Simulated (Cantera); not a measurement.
Input: 1 mol NiS, 1400 mol H2, at 32.0 Pa.

Cantera equilibrium calculation (NASA polynomials, part measured and part estimated; ideal gas, pure solids and liquids). Candidate condensed phases: Ni, NiS, NiS2, Ni3S2, Ni3S4, S; 9 gas species. Kinetics and transport are ignored.

Q: Which condensed phases are stable at each of these points (T (°C)): 352, 427, 502, 577, 652, 727, 802, 877, 952?

A: 
```json
[
 {"T (°C)": "352", "condensed phases": "Ni3S2(s)", "Ni condensed (%)": "100.0"},
 {"T (°C)": "427", "condensed phases": "Ni3S2(s)", "Ni condensed (%)": "100.0"},
 {"T (°C)": "502", "condensed phases": "Ni(s) + Ni3S2(s)", "Ni condensed (%)": "100.0"},
 {"T (°C)": "577", "condensed phases": "Ni(s)", "Ni condensed (%)": "100.0"},
 {"T (°C)": "652", "condensed phases": "Ni(s)", "Ni condensed (%)": "100.0"},
 {"T (°C)": "727", "condensed phases": "Ni(s)", "Ni condensed (%)": "100.0"},
 {"T (°C)": "802", "condensed phases": "Ni(s)", "Ni condensed (%)": "100.0"},
 {"T (°C)": "877", "condensed phases": "Ni(s)", "Ni condensed (%)": "100.0"},
 {"T (°C)": "952", "condensed phases": "Ni(s)", "Ni condensed (%)": "100.0"}
]
```

From 352 °C to 427 °C the condensed part is Ni3S2(s). At 502 °C the condensed part is Ni(s) + Ni3S2(s). From 577 °C to 952 °C the condensed part is Ni(s).
